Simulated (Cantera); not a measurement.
An adiabatic, constant-pressure homogeneous reactor starts with CH3OH : O2 : N2 : H2O = 1 : 2.59 : 9.72 : 0.63 (molar parts), at 1148 K and 28.0 bar. Integrator tolerance rtol = 1e-08.

Model: GRI-Mech 3.0 (53 species, 325 reactions), integrated in Cantera. GRI-Mech 3.0 was tuned for natural gas; its chemistry of methanol as a main component is partial and can be far from experiment. The pressure lies above the range GRI-Mech 3.0 was tuned for (to about 10 atm).

```
quantity                                                              before                                      after
---------------------------------  -----------------------------------------  -----------------------------------------
time of steepest temperature rise                                    2.00 ms                                    20.1 ms
temperature at 4.00 s                                                 2289 K                                     2258 K
equilibrium temperature                                               2289 K                                     2258 K
x(CH3OH) at 4.00 s                     <1e-12 (gas-phase equilibrium <1e-12)      <1e-12 (gas-phase equilibrium <1e-12)
x(O2) at 4.00 s                        0.0707 (gas-phase equilibrium 0.0707)      0.0709 (gas-phase equilibrium 0.0709)
x(H2O) at 4.00 s                         0.180 (gas-phase equilibrium 0.180)        0.177 (gas-phase equilibrium 0.177)
x(CH3) at 4.00 s                       <1e-12 (gas-phase equilibrium <1e-12)      <1e-12 (gas-phase equilibrium <1e-12)
x(HCO) at 4.00 s                   8.18e-11 (gas-phase equilibrium 8.18e-11)  1.16e-10 (gas-phase equilibrium 1.16e-10)
x(C2H) at 4.00 s                       <1e-12 (gas-phase equilibrium <1e-12)      <1e-12 (gas-phase equilibrium <1e-12)
x(NO) at 4.00 s                      0.00822 (gas-phase equilibrium 0.00822)    0.00770 (gas-phase equilibrium 0.00770)
```

Problem. Which change was made?
(A) N2 9.72 to 24 parts
(B) initial temperature 1148 to 1225 K
(C) pressure from 28.0 bar to 1.20 bar
(D) pressure from 28.0 bar to 14.0 bar

Solution. C, pressure from 28.0 bar to 1.20 bar
